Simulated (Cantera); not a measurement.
# Carbon deposition, reforming and gasification: CO + O2

Feed: 1 mol CO, 0.01 mol O2, at 977 °C and 19.0 mbar.

Method: chemical equilibrium by Gibbs-energy minimisation in Cantera with the NASA 1993 tables (ideal gas, pure condensed phases). Candidate condensed phases: C; 12 gas species. Equilibrium is a limit: real reactors are often held back by kinetics, nucleation or transport.

```
Property                                   Result
--------------------------------------  ---------
x(CO)                                       0.980
x(CO2)                                     0.0200
gas amount                              1.000 mol
log10 activity of C(graphite) (absent)      -2.06
```
